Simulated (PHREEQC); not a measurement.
Solution (80 °C): 0.083 mol HF, 0.0037 mol NaF and 0.0048 mol H2SiF6 per kg of water. It is in equilibrium with CO2 at log p = -3.5 (atm). Otherwise closed; pH follows from the charge balance.

All values are PHREEQC results (ion-association model, phreeqc.dat), not measurements.

```csv
quantity,before,after
pH,2.08,2.08
ionic strength (mol/kgw),0.0179,0.0493
HF (mol/kgw),0.0823,0.0824
F- (mol/kgw),0.00260,0.00288
HF2- (mol/kgw),0.000918,0.00102
NaF (mol/kgw),4.10e-6,3.88e-6
```

Problem. What was changed between the two runs?
(A) diluted 100-fold with water
(B) 0.031 mol/kgw NH4BF4 added
(C) temperature from 80 to 25 °C
(D) diluted 5-fold with water
(E) H2SiF6 left out

Solution. B, 0.031 mol/kgw NH4BF4 added

This is a speciation only: nothing precipitates in the calculation. Constants without temperature data keep their 25 °C values here. SiF6-2 is the database's only silicon fluoride. Real BF4- forms and hydrolyses slowly; the run takes it at equilibrium.
